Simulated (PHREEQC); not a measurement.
# Sulfide liquor: speciation

Make-up at 40 °C: 0.0081 mol/kgw H2S, 0.00046 mol/kgw HCl and 0.00022 mol/kgw ZnCl2. Closed to the air; pH follows from the charge balance.

Model: ion-association model, wateq4f.dat, run in PHREEQC.

Each row changes one thing in this solution. Precipitation was switched off in this run.

```tsv
case	pH	ionic strength (mol/kgw)	H2S (mol/kgw)	HS- (mol/kgw)
as made	3.06	0.000902	0.00766	1.54e-6
ZnCl2 replaced by NaCl at the same molality	3.35	0.000683	0.00810	3.13e-6
temperature from 40 to 45 °C	3.06	0.000902	0.00766	1.70e-6
H2S from 0.0081 to 0.00081 mol/kgw	3.09	0.000931	0.000432	9.32e-8
H2S from 0.0081 to 0.0121 mol/kgw	3.06	0.000902	0.0117	2.34e-6
```

Some of these states are supersaturated (in Sphalerite (slow to form), ZnS(a), for instance). Away from 25 °C the constants follow the database's enthalpies or fits; those with neither stay at their 25 °C values. The polysulfide entries of wateq4f.dat were taken out for this run.
